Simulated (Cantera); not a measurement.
Standard-state values (1 bar) from the NASA 1993 polynomials, evaluated with Cantera. Values are per mole of reaction as written; species without (g) are pure solids or liquids, kept so even where they would boil at 1 bar.

2 B + 6 HF(g) → 2 BF3(g) + 3 H2(g)

```tsv
T (K)	ΔH° (kJ)	ΔS° (J/K)	ΔG° (kJ)	log10 K
448	-636.7	-155.7	-567.0	66.10
548	-636.6	-155.5	-551.4	52.56
648	-636.1	-154.7	-535.9	43.19
748	…	…	…	…
848	-634.4	-152.4	-505.2	31.12
948	-633.2	-151.1	-490.0	27.00
1048	…	…	…	…
1148	-631.1	-149.1	-460.0	20.93
1248	-630.1	-148.3	-445.1	18.63
```

Some entries are withheld; supply them.


- 748, ΔH° (kJ): -635.3
- 748, ΔS° (J/K): -153.6
- 748, ΔG° (kJ): -520.5
- 748, log10 K: 36.34
- 1048, ΔH° (kJ): -632.1
- 1048, ΔS° (J/K): -150.0
- 1048, ΔG° (kJ): -474.9
- 1048, log10 K: 23.67
